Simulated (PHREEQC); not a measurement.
# Silver or lead bath: speciation

Make-up at 5 °C: 0.00455 mol PbCl2, 0.0095 mol NaCl and 0.000105 mol Zn(NO3)2 per kg of water. Closed to the air; pH follows from the charge balance.

Model: ion-association model, wateq4f.dat, run in PHREEQC.

```yaml
pH: 5.16
ionic_strength: 0.0216 mol/kgw
```

| species | molality | activity | log γ |
|---|---|---|---|
| Cl- | 0.0177 | 0.0153 | -0.062 |
| Na+ | 0.00950 | 0.00829 | -0.059 |
| Pb+2 | 0.00364 | 0.00209 | -0.241 |
| PbCl+ | 0.000863 | 0.000751 | -0.060 |
| NO3- | 0.000204 | 0.000176 | -0.064 |
| Zn+2 | 0.000104 | 6.17e-5 | -0.226 |

No solid was allowed to form. Species that the database lacks are ignored. Away from 25 °C the constants follow the database's enthalpies or fits; those with neither stay at their 25 °C values.
